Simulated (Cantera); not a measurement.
A Cantera script and its output.

```python
import numpy as np
import cantera as ct

gas = ct.Solution("gri30.yaml")
gas.TPX = 900, 79000, {'CO': 0.0091, 'O2': 0.032, 'H2O': 0.00091, 'N2': 1}
reactor = ct.IdealGasConstPressureReactor(gas, energy="off", clone=False)
net = ct.ReactorNet([reactor])
net.rtol, net.atol = 1e-08, 1e-18
show = ['CO', 'O2', 'H2O', 'O', 'H2O2']
times = np.geomspace(2e-06, 20, 14)

steps = ct.SolutionArray(gas, extra=["t"])
rows = []
print(f"{'t/s':>10s}{'T/K':>9s}{'P/Pa':>11s}" + "".join(f"{s:>11s}" for s in show))
for t in times:
    while net.time < t:
        t_next = net.step()
        steps.append(gas.state, t=t_next)
    rows.append([np.interp(t, steps.t, y) for y in (steps.T, steps.P, *steps(*show).X.T)])
    print(f"{t:10.3e}{rows[-1][0]:9.1f}{rows[-1][1]:11.4g}" + "".join(f"{x:11.3e}" for x in rows[-1][2:]))
rate = np.gradient(steps.T, steps.t)
print("integrator steps:", len(steps.t))
if steps.T.max() > steps.T[0] + 200:
    print(f"time of steepest temperature rise: {steps.t[rate.argmax()]:.4e} s")
gas.TPX = 900, 79000, {'CO': 0.0091, 'O2': 0.032, 'H2O': 0.00091, 'N2': 1}
gas.equilibrate("TP")
print(f"equilibrium (TP): T = {gas.T:.1f} K  " + "  ".join(f"{s} {gas[s].X[0]:.3e}" for s in show))
```

It prints:

```
       t/s      T/K       P/Pa         CO         O2        H2O          O       H2O2
 2.000e-06    900.0    7.9e+04  8.733e-03  3.071e-02  8.733e-04  3.497e-14  5.638e-28
 6.910e-06    900.0    7.9e+04  8.733e-03  3.071e-02  8.733e-04  1.208e-13  5.519e-27
 2.388e-05    900.0    7.9e+04  8.733e-03  3.071e-02  8.733e-04  4.170e-13  7.238e-26
 8.249e-05    900.0    7.9e+04  8.733e-03  3.071e-02  8.733e-04  1.436e-12  1.776e-24
 2.850e-04    900.0    7.9e+04  8.733e-03  3.071e-02  8.733e-04  4.910e-12  1.747e-22
 9.848e-04    900.0    7.9e+04  8.733e-03  3.071e-02  8.733e-04  1.638e-11  1.435e-20
 3.403e-03    900.0    7.9e+04  8.733e-03  3.071e-02  8.733e-04  5.028e-11  7.231e-19
 1.176e-02    900.0    7.9e+04  8.733e-03  3.071e-02  8.733e-04  1.203e-10  3.090e-17
 4.062e-02    900.0    7.9e+04  8.733e-03  3.071e-02  8.733e-04  1.751e-10  1.484e-15
 1.403e-01    900.0    7.9e+04  8.733e-03  3.071e-02  8.733e-04  2.070e-10  6.804e-14
 4.849e-01    900.0    7.9e+04  8.733e-03  3.071e-02  8.733e-04  3.498e-10  3.023e-12
 1.675e+00    900.0    7.9e+04  8.732e-03  3.071e-02  8.733e-04  1.968e-09  4.072e-10
 5.789e+00    900.0    7.9e+04  8.673e-03  3.068e-02  8.729e-04  2.474e-08  1.402e-07
 2.000e+01    900.0    7.9e+04  8.093e-03  3.040e-02  8.716e-04  3.311e-08  2.991e-07
integrator steps: 447
equilibrium (TP): T = 900.0 K  CO 8.492e-14  O2 2.646e-02  H2O 8.771e-04  O 9.918e-13  H2O2 8.631e-14
```

Cantera simulation using GRI-Mech 3.0 (53 species, 325 reactions); the numbers are that mechanism's predictions, not measurements.
